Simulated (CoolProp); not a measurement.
Vapour-liquid equilibrium of R134a (1) + R1234ze(E) (2) at 1080 kPa; x and y are mole fractions of (1).

Values from CoolProp's multi-fluid Helmholtz-energy mixture model, Tillner-Roth 1994 and Thol 2016; pair parameters Bell 2022.

Problem. Give the bubble temperature and the first vapour's composition at x = 0.25, 0.35, 0.95. Is there an azeotrope?

Solution. x = 0.25: 322.1 K, y = 0.301; x = 0.35: 320.9 K, y = 0.405; x = 0.95: 315.7 K, y = 0.956. No azeotrope shows between x = 0.05 and 0.95.

The pair parameters rest on a limited set of measurements; away from them the model extrapolates.
